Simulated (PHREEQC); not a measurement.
Dissolve 7.1 mmol/kgw Ag2SO4 and 3.2 mmol/kgw Na2SO4 at 40 °C. Closed to the air; pH follows from the charge balance.

The numbers come from PHREEQC with the ion-association model, wateq4f.dat.

### Question
The ionic strength comes out as 0.0279 mol/kgw. What activity coefficients do Ag+, AgSO4-, NaSO4-, Na+, SO4-2 get?

### Answer
Ag+ 0.85, AgSO4- 0.85, NaSO4- 0.86, Na+ 0.85, SO4-2 0.53.

This is a speciation only: nothing precipitates in the calculation. Constants without temperature data keep their 25 °C values here.
